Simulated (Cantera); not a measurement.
Cantera with NASA thermochemical tables; ideal gases at 1 bar, condensed phases pure. Values are per mole of reaction as written; species without (g) are pure solids or liquids, kept so even where they would boil at 1 bar. The tables' values for BOCl are old estimates.

Question: Between 300 and 1775 K, where is each reaction favourable under standard conditions?
- 2 Cl(g) + B2O3(g) = 2 BOCl(g) + O(g)

Answer: 
- 2 Cl(g) + B2O3(g) = 2 BOCl(g) + O(g): ΔG° is 203 kJ at 300 K and 175 kJ at 1775 K; it stays positive (K < 1). ΔH° is 205 kJ and ΔS° 17 J/K at 1775 K.
